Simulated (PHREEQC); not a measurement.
A solution holds 0.017 mol HF, 0.0059 mol CaCl2 and 0.075 mol KCl per kg of water, at 25 °C. Closed to the air; pH follows from the charge balance.

Computed with PHREEQC (ion-association model, wateq4f.dat).

Each row changes one thing in this solution. No solid was allowed to form.

```
case                                            pH  ionic strength (mol/kgw)  HF (mol/kgw)  F- (mol/kgw)  H2F2 (mol/kgw)  HF2- (mol/kgw)
--------------------------------------------  ----  ------------------------  ------------  ------------  --------------  --------------
as made                                       2.51                    0.0963        0.0123       0.00352        0.000401        0.000170
KCl from 0.075 to 0.0075 mol/kgw              2.51                    0.0285        0.0125       0.00325        0.000412        0.000157
diluted 2-fold with water                     2.68                    0.0487       0.00585       0.00234         9.00e-5         5.31e-5
CaCl2 left out                                2.51                       ___        0.0123       0.00350        0.000405        0.000169
KCl left out                                   ___                    0.0209        0.0126       0.00319        0.000414        0.000155
0.0021 mol/kgw HBr added                      2.38                    0.0977        0.0130       0.00277        0.000450        0.000141
0.057 mol/kgw NaCl added                      2.50                     0.153        0.0121       0.00362        0.000396        0.000175
CaCl2 replaced by PbCl2 at the same molality  2.51                       ___        0.0123       0.00350        0.000402        0.000169
```

**Question.** Some entries are withheld; supply them.

**Answer.** 
- CaCl2 left out, ionic strength (mol/kgw): 0.0787
- KCl left out, pH: 2.52
- CaCl2 replaced by PbCl2 at the same molality, ionic strength (mol/kgw): 0.0893

Complexes and solids missing from the database can't appear. Some of these states are supersaturated (in Fluorite, Matlockite, for instance). wateq4f.dat counts part of the HF as a dimer, H2F2, which phreeqc.dat doesn't know; its constant is uncertain.
